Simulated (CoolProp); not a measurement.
The fluid at 329.65 K and 0.195 MPa flows at 0.069 m/s in a round tube of 12.7 mm bore and 1.5 µm roughness, fully developed (64/Re and Nu = 3.66 if laminar; Colebrook and Gnielinski if turbulent). The same conditions are run with several fluids, on thermodynamics alone (safety and materials aside).

Model: reference Helmholtz-energy equation of state of each fluid (benzene: Thol 2012; n-heptane: Span 2003; n-octane: Beckmüller 2019; methanol: de Reuck 1993; water: Wagner 2002), in CoolProp.

| fluid | Reynolds number | Darcy friction factor | pressure drop (Pa/m) | heat-transfer coefficient (W/(m² K)) | mass flow (kg/h) |
|---|---|---|---|---|---|
| benzene | 1800 | 0.0355 | 5.59 | 37.7 | 26.4 |
| n-heptane | 2010 | 0.0319 | 3.90 | 32.6 | 20.5 |
| n-octane | 1620 | 0.0394 | 4.97 | 33.2 | 21.2 |
| methanol | 1850 | 0.0346 | 4.91 | 56.0 | 23.8 |
| water | 1750 | 0.0365 | 6.73 | 187 | 31.0 |

Transport values come from each fluid's own correlations.
